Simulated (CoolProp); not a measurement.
Computed with CoolProp (reference Helmholtz-energy equation of state, Tillner-Roth 1994).

### Question
For R134a, give the phase and the density (kg/m³), conductivity (mW/(m K)) at 408.9 K and 1.14 MPa.

### Answer
- 408.9 K and 1.14 MPa: gas; density 37.0, conductivity 22.6

Thermal conductivity comes from a separate model (McLinden 2000), an estimate that may be off by 10 % or more.
